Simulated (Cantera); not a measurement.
## Moist CO burnout

An isothermal, constant-pressure homogeneous reactor starts with CO : O2 : H2O : N2 = 0.022 : 0.042 : 0.0022 : 1 (molar parts), equivalence ratio 0.26, at 1073 K and 3.70 bar.

Detailed kinetics in Cantera: GRI-Mech 3.0 (53 species, 325 reactions).

| t (s) | x CO | x O2 | x H2O | x O | x H2 |
|---|---|---|---|---|---|
| 8.00e-6 | 0.0206 | 0.0394 | 0.00206 | 1.22e-10 | <1e-12 |
| 2.25e-5 | 0.0206 | 0.0394 | 0.00206 | 3.37e-10 | <1e-12 |
| 6.35e-5 | 0.0206 | 0.0394 | 0.00206 | 8.96e-10 | <1e-12 |
| 0.000179 | 0.0206 | 0.0394 | 0.00206 | 2.16e-9 | <1e-12 |
| 0.000504 | 0.0206 | 0.0394 | 0.00206 | 4.24e-9 | 2.84e-12 |
| 0.00142 | 0.0206 | 0.0394 | 0.00206 | 6.57e-9 | 2.25e-11 |
| 0.00400 | 0.0206 | 0.0394 | 0.00206 | 1.34e-8 | 2.21e-10 |
| 0.0113 | 0.0206 | 0.0394 | 0.00206 | 8.87e-8 | 5.46e-9 |
| 0.0317 | 0.0203 | 0.0393 | 0.00206 | 7.78e-7 | 1.20e-6 |
| 0.0894 | 0.0188 | 0.0385 | 0.00206 | 8.60e-7 | 7.35e-6 |
| 0.252 | 0.0147 | 0.0365 | 0.00206 | 7.96e-7 | 1.04e-5 |
| 0.710 | 0.00752 | 0.0330 | 0.00207 | 5.50e-7 | 6.08e-6 |
| 2.00 | 0.00166 | 0.0302 | 0.00208 | 2.05e-7 | 1.25e-6 |
x: mole fraction; the columns are a selection and need not sum to one.

Equilibrium at this temperature and pressure: CO 3.91e-11, O2 0.0294, H2O 0.00208, O 1.12e-10, H2 4.24e-12 (gas phase only).
